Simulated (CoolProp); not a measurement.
CH3F (R41) at several states: Z from the reference equation and from simpler models built on Tc = 44.1 °C, pc = 5906 kPa, ω = 0.200; each cubic takes its own stable root.

Computed with CoolProp (reference Helmholtz-energy equation of state, Lemmon 2006). It is a short technical equation, of lower accuracy than the large ones.

| T (°C) | p (kPa) | phase | reference | Pitzer virial | Redlich-Kwong | Soave-Redlich-Kwong | Peng-Robinson |
|---|---|---|---|---|---|---|---|
| 123.45 | 73.3 | gas | 0.9977 | 0.9980 | 0.9978 | 0.9981 | 0.9977 |
| 78.05 | 1430 | gas | 0.9301 | 0.9409 | 0.9366 | 0.9395 | 0.9314 |
| -95.85 | 30 | gas | 0.9809 | 0.9877 | 0.9914 | 0.9907 | 0.9905 |
| 17.25 | 358 | gas | 0.9673 | 0.9718 | 0.9729 | 0.9721 | 0.9696 |
| 132.05 | 4540 | gas | 0.8660 | 0.8876 | 0.8705 | 0.8900 | 0.8702 |
